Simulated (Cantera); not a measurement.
A freely propagating, adiabatic, planar premixed flame of 13.3 % CO, 1.86 % H2, 6.13 % CH4, 16.5 % O2, 62.2 % N2, unburnt at 575 K and 2.30 bar; unity-Lewis-number transport, grid criteria slope 0.08 and curve 0.16, no radiation.

Computed with Cantera and GRI-Mech 3.0 (53 species, 325 reactions). Unity Lewis numbers drop preferential diffusion, which matters most where H2 and H carry the flame. Burning velocities carry a grid error of a few per cent, more on coarse grids.

x: mole fraction of selected species; z is measured from the peak of heat release.

```json
[
 {"z (mm)": "-0.466", "T (K)": "575", "u (m/s)": "1.07", "x CO": "0.133", "x H2": "0.0186", "x CH4": "0.0612", "x C2H": "<1e-8", "x CH2O": "2.04e-7", "x HCN": "<1e-8"},
 {"z (mm)": "-0.310", "T (K)": "577", "u (m/s)": "1.07", "x CO": "0.133", "x H2": "0.0186", "x CH4": "0.0612", "x C2H": "<1e-8", "x CH2O": "2.45e-6", "x HCN": "<1e-8"},
 {"z (mm)": "-0.233", "T (K)": "583", "u (m/s)": "1.08", "x CO": "0.133", "x H2": "0.0187", "x CH4": "0.0609", "x C2H": "<1e-8", "x CH2O": "1.24e-5", "x HCN": "1.02e-8"},
 {"z (mm)": "-0.155", "T (K)": "629", "u (m/s)": "1.17", "x CO": "0.133", "x H2": "0.0189", "x CH4": "0.0589", "x C2H": "<1e-8", "x CH2O": "8.08e-5", "x HCN": "6.83e-8"},
 {"z (mm)": "-0.0776", "T (K)": "939", "u (m/s)": "1.74", "x CO": "0.132", "x H2": "0.0205", "x CH4": "0.0447", "x C2H": "<1e-8", "x CH2O": "0.000479", "x HCN": "4.88e-7"},
 {"z (mm)": "-0.0388", "T (K)": "1329", "u (m/s)": "2.47", "x CO": "0.130", "x H2": "0.0226", "x CH4": "0.0253", "x C2H": "<1e-8", "x CH2O": "0.000691", "x HCN": "1.08e-6"},
 {"z (mm)": "0", "T (K)": "1751", "u (m/s)": "3.27", "x CO": "0.124", "x H2": "0.0218", "x CH4": "0.00476", "x C2H": "5.48e-8", "x CH2O": "0.000387", "x HCN": "1.83e-6"},
 {"z (mm)": "0.0388", "T (K)": "1931", "u (m/s)": "3.59", "x CO": "___", "x H2": "0.0166", "x CH4": "___", "x C2H": "___", "x CH2O": "___", "x HCN": "___"},
 {"z (mm)": "0.0776", "T (K)": "2009", "u (m/s)": "3.72", "x CO": "___", "x H2": "0.0163", "x CH4": "___", "x C2H": "<1e-8", "x CH2O": "___", "x HCN": "___"},
 {"z (mm)": "0.155", "T (K)": "2106", "u (m/s)": "3.87", "x CO": "0.0857", "x H2": "0.0164", "x CH4": "<1e-8", "x C2H": "<1e-8", "x CH2O": "<1e-8", "x HCN": "3.19e-8"},
 {"z (mm)": "0.310", "T (K)": "2210", "u (m/s)": "4.02", "x CO": "0.0797", "x H2": "0.0149", "x CH4": "<1e-8", "x C2H": "<1e-8", "x CH2O": "<1e-8", "x HCN": "<1e-8"},
 {"z (mm)": "0.621", "T (K)": "2304", "u (m/s)": "4.16", "x CO": "0.0740", "x H2": "0.0130", "x CH4": "<1e-8", "x C2H": "<1e-8", "x CH2O": "<1e-8", "x HCN": "<1e-8"},
 {"z (mm)": "1.24", "T (K)": "2375", "u (m/s)": "4.27", "x CO": "0.0692", "x H2": "0.0116", "x CH4": "<1e-8", "x C2H": "<1e-8", "x CH2O": "<1e-8", "x HCN": "<1e-8"}
]
```

Some entries are withheld; supply them.


- 0.0388, x CO: 0.107
- 0.0388, x CH4: 0.000178
- 0.0388, x C2H: 2.28e-8
- 0.0388, x CH2O: 3.05e-5
- 0.0388, x HCN: 1.10e-6
- 0.0776, x CO: 0.0952
- 0.0776, x CH4: 3.81e-6
- 0.0776, x CH2O: 8.08e-7
- 0.0776, x HCN: 3.38e-7
